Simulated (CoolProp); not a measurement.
Saturation properties of n-undecane.

The numbers come from the reference Helmholtz-energy equation of state, Aleksandrov 2011 in CoolProp. It is a short technical equation, of lower accuracy than the large ones.

```tsv
T (°C)	p (kPa)	enthalpy of vaporisation (kJ/kg)	liquid cp (kJ/(kg K))	vapour Z	surface tension (mN/m)
19.15	[?]	364.4	2.196	0.9998	24.8
44.05	0.2220	350.1	2.279	0.9991	22.5
68.95	0.9791	336.3	2.369	0.9973	20.2
93.85	3.366	322.8	2.464	0.9934	18.0
118.65	9.485	309.4	2.563	0.9865	15.9
143.55	22.99	295.7	2.664	0.9750	13.8
168.45	[?]	281.5	[?]	0.9579	11.8
193.35	95.42	266.6	2.872	0.9338	9.86
218.25	[?]	250.4	2.980	0.9014	8.02
```

Problem. Complete the blanks.

Solution. 
- 19.15, p (kPa): 0.03650
- 168.45, p (kPa): 49.24
- 168.45, liquid cp (kJ/(kg K)): 2.767
- 218.25, p (kPa): 170.5

It boils at 195.8 °C under 1 atm.

Surface tension comes from a separate correlation (Mulero 2014).
